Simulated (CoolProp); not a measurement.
Properties of sulfur dioxide along the isotherm 140.85 °C (Tc = 157.5 °C, pc = 7.887 MPa, ω = 0.256).

The numbers come from the reference Helmholtz-energy equation of state, Gao 2016 in CoolProp.

| p (MPa) | phase | cv (kJ/(kg K)) | speed of sound (m/s) | expansivity (1/kK) | fugacity coefficient |
|---|---|---|---|---|---|
| 0.438 | gas | 0.5666 | 253.9 | 2.613 | 0.9780 |
| 0.876 | gas | … | 250.2 | 2.838 | 0.9560 |
| 1.31 | gas | 0.5898 | 246.5 | 3.095 | 0.9344 |
| 1.75 | gas | 0.6028 | 242.5 | … | … |
| 2.19 | gas | 0.6168 | 238.4 | 3.754 | 0.8909 |
| 2.63 | gas | 0.6321 | 234.0 | … | 0.8692 |
| 3.07 | gas | … | 229.4 | 4.708 | 0.8476 |
| 3.51 | gas | 0.6677 | 224.5 | 5.370 | … |
| 3.94 | gas | 0.6882 | … | 6.210 | 0.8047 |

Problem. Complete the blanks.

Solution. 
- 0.876, cv (kJ/(kg K)): 0.5779
- 1.75, expansivity (1/kK): 3.397
- 1.75, fugacity coefficient: 0.9126
- 2.63, expansivity (1/kK): 4.182
- 3.07, cv (kJ/(kg K)): 0.6490
- 3.51, fugacity coefficient: 0.8259
- 3.94, speed of sound (m/s): 219.4
